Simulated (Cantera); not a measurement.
An isothermal, constant-pressure homogeneous reactor starts with N2O : H2 : N2 = 1 : 0.0094 : 0.71 (molar parts), at 1150 K and 120000 Pa.

Computed with Cantera and GRI-Mech 3.0 (53 species, 325 reactions). GRI-Mech 3.0 was tuned for natural gas; its chemistry of N2O as a main component is partial and can be far from experiment. The mechanism lacks the step 2 NO + O2 → 2 NO2, which can matter for NO2 below about 1400 K. The temperature is held fixed by assumption; the heat of reaction is taken as removed at once.

x: mole fraction; the columns are a selection and need not sum to one.

```json
[
 {"t (s)": "1.00e-5", "x N2O": "0.582", "x H2": "0.00547", "x H2O2": "<1e-12", "x H2O": "6.02e-8", "x OH": "1.23e-7", "x NO2": "<1e-12"},
 {"t (s)": "8.18e-5", "x N2O": "0.582", "x H2": "0.00546", "x H2O2": "1.61e-10", "x H2O": "1.06e-5", "x OH": "1.99e-6", "x NO2": "7.38e-11"},
 {"t (s)": "0.000669", "x N2O": "0.581", "x H2": "0.00496", "x H2O2": "5.05e-8", "x H2O": "0.000501", "x OH": "8.94e-6", "x NO2": "1.68e-7"},
 {"t (s)": "0.00547", "x N2O": "0.577", "x H2": "?", "x H2O2": "?", "x H2O": "?", "x OH": "?", "x NO2": "?"},
 {"t (s)": "0.0447", "x N2O": "0.567", "x H2": "1.67e-5", "x H2O2": "5.86e-9", "x H2O": "0.00543", "x OH": "3.39e-6", "x NO2": "7.94e-5"},
 {"t (s)": "0.366", "x N2O": "?", "x H2": "?", "x H2O2": "5.56e-9", "x H2O": "0.00533", "x OH": "?", "x NO2": "?"},
 {"t (s)": "2.99", "x N2O": "0.250", "x H2": "1.69e-9", "x H2O2": "3.76e-9", "x H2O": "0.00477", "x OH": "3.32e-6", "x NO2": "0.000347"},
 {"t (s)": "24.5", "x N2O": "0.00747", "x H2": "1.21e-10", "x H2O2": "2.27e-10", "x H2O": "0.00426", "x OH": "7.83e-7", "x NO2": "0.000409"},
 {"t (s)": "200", "x N2O": "1.39e-7", "x H2": "3.65e-11", "x H2O2": "3.21e-11", "x H2O": "0.00425", "x OH": "2.91e-7", "x NO2": "0.000562"}
]
```

Fill in the missing entries.


- 0.00547, x H2: 0.00154
- 0.00547, x H2O2: 7.53e-8
- 0.00547, x H2O: 0.00391
- 0.00547, x OH: 8.01e-6
- 0.00547, x NO2: 5.92e-6
- 0.366, x N2O: 0.511
- 0.366, x H2: 3.50e-9
- 0.366, x OH: 4.04e-6
- 0.366, x NO2: 0.000190
